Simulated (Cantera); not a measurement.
# Fluorocarbon and chlorocarbon gases: CH3Cl + HCl + H2

Feed: 1 mol CH3Cl, 0.12 mol HCl, 12 mol H2, equilibrated at 32.0 mbar.

Method: chemical equilibrium by Gibbs-energy minimisation in Cantera with the NASA 1993 tables (ideal gas, pure condensed phases). Candidate condensed phases: C, C6H6, C7H8, C8H18; 91 gas species. Rates play no part.

From 700 °C to 1800 °C the condensed part is C(graphite). The main C-bearing gas is CH4 at 700 °C and C2H2 (acetylene) at 1800 °C.

```tsv
T (°C)	log p H2	log p HCl	log p H	log p CH4	n C(graphite)
700	-1.53	-2.59	-9.73	-3.96	0.951
800	-1.53	-2.59	-8.62	-4.40	0.982
900	-1.53	-2.60	-7.69	-4.77	0.993
1000	-1.53	-2.60	-6.91	-5.09	0.996
1100	-1.53	-2.60	-6.24	-5.36	0.998
1200	-1.53	-2.60	-5.66	-5.59	0.999
1300	-1.53	-2.60	-5.16	-5.80	0.999
1400	-1.53	-2.60	-4.71	-5.98	0.998
1500	-1.53	-2.60	-4.31	-6.14	0.996
1600	-1.53	-2.60	-3.96	-6.28	0.992
1700	-1.53	-2.60	-3.64	-6.41	0.983
1800	-1.54	-2.60	-3.35	-6.53	0.968
```
log p: log10 of the partial pressure in bar; n: condensed amount in mol.
